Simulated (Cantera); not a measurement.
Charge: 1 mol SiH2Cl2, 4.2 mol HCl, 470 mol H2, equilibrated at 1 atm.

These are equilibrium values from Cantera (NASA tables, ideal gas, pure condensed phases), not measurements of a reactor. Candidate condensed phases: Si; 19 gas species. The numbers say what is thermodynamically allowed, not how fast it happens. All values below are at 1625 K.

Base state: H2 0.987, HCl 0.0120, SiCl2 0.000507, H 6.96e-5 (mole fractions); condensed: Si(s).

Q: What changes in the equilibrium state with this change: H2 from 470 to 12 mol?

A: 
```tsv
species	before	after
H2	0.987	0.737
HCl	0.0120	0.207
SiCl2	0.000507	0.0349
SiCl3	7.29e-6	0.0101
SiCl4	2.44e-7	0.00675
SiHCl3	3.14e-6	0.00374
SiH2Cl2	6.83e-6	0.000351
Cl	6.64e-7	1.33e-5
Si(s), mol	0.744	0
```
The tables' values for SiCl3 are old estimates; treat these amounts as uncertain.
